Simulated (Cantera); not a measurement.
Input (Python, Cantera):

```python
import numpy as np
import cantera as ct

gas = ct.Solution("gri30.yaml")


def delay(T, t_max=10):
    gas.TPX = T, 44000, {'CO': 1, 'H2': 0.098, 'CH4': 0.14, 'O2': 0.436, 'N2': 1.64}
    reactor = ct.IdealGasReactor(gas, clone=False)
    net = ct.ReactorNet([reactor])
    net.rtol, net.atol = 1e-8, 1e-16
    while net.time < t_max:
        t_old, T_old = net.time, reactor.T
        net.step()
        if reactor.T > T + 400:  # ignition: a rise of 400 K
            return t_old + (T + 400 - T_old) / (reactor.T - T_old) * (net.time - t_old)
    return np.nan


taus = []
for T in [1275, 1325, 1375, 1425, 1475, 1525, 1575, 1625, 1675]:
    taus.append(delay(T))
    print(f"T0 = {T:6g} K   tau = {taus[-1]:.4e} s")
```

Output:

```
T0 =   1275 K   tau = 1.1828e-03 s
T0 =   1325 K   tau = 8.3921e-04 s
T0 =   1375 K   tau = 6.1507e-04 s
T0 =   1425 K   tau = 4.6418e-04 s
T0 =   1475 K   tau = 3.5916e-04 s
T0 =   1525 K   tau = 2.8360e-04 s
T0 =   1575 K   tau = 2.2753e-04 s
T0 =   1625 K   tau = 1.8477e-04 s
T0 =   1675 K   tau = 1.5144e-04 s
```

Cantera simulation using GRI-Mech 3.0 (53 species, 325 reactions); the numbers are that mechanism's predictions, not measurements. Where the delays flatten at high temperature, the 400 K rule measures the pace of heat release, not the induction time.
